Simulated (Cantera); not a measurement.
**CsCl + O2 + H2 (halide evaporation, hydrolysis and transport)**

Charge: 1 mol CsCl, 1 mol O2, 1.3 mol H2, at 1330 Pa.

Method: chemical equilibrium by Gibbs-energy minimisation in Cantera with the NASA 1993 tables (ideal gas, pure condensed phases). Candidate condensed phases: Cs, CsCl, CsOH, H2O; 22 gas species. The numbers say what is thermodynamically allowed, not how fast it happens.

```json
[
 {"T (K)": "1150", "x H2O": "0.516", "x CsCl": "0.292", "x O2": "0.139", "x Cs2Cl2": "0.0526", "x OH": "8.88e-6", "x HCl": "0.000481", "x CsOH": "0.000483"},
 {"T (K)": "1300", "x H2O": "0.494", "x CsCl": "0.360", "x O2": "0.133", "x Cs2Cl2": "0.00996", "x OH": "6.13e-5", "x HCl": "0.00120", "x CsOH": "0.00121"},
 {"T (K)": "1450", "x H2O": "0.489", "x CsCl": "0.372", "x O2": "0.132", "x Cs2Cl2": "0.00205", "x OH": "0.000289", "x HCl": "0.00234", "x CsOH": "0.00238"},
 {"T (K)": "1600", "x H2O": "0.486", "x CsCl": "0.372", "x O2": "0.132", "x Cs2Cl2": "0.000542", "x OH": "0.00102", "x HCl": "0.00398", "x CsOH": "0.00411"},
 {"T (K)": "1750", "x H2O": "0.482", "x CsCl": "0.370", "x O2": "0.131", "x Cs2Cl2": "0.000179", "x OH": "0.00290", "x HCl": "0.00617", "x CsOH": "0.00642"},
 {"T (K)": "1900", "x H2O": "0.474", "x CsCl": "0.365", "x O2": "0.130", "x Cs2Cl2": "6.97e-5", "x OH": "0.00695", "x HCl": "0.00902", "x CsOH": "0.00917"},
 {"T (K)": "2050", "x H2O": "0.460", "x CsCl": "0.357", "x O2": "0.128", "x Cs2Cl2": "3.05e-5", "x OH": "0.0145", "x HCl": "0.0128", "x CsOH": "0.0118"}
]
```
x: gas mole fraction; nothing condenses.

From 1150 K to 2050 K nothing is condensed. The main Cs-bearing gas is CsCl throughout.
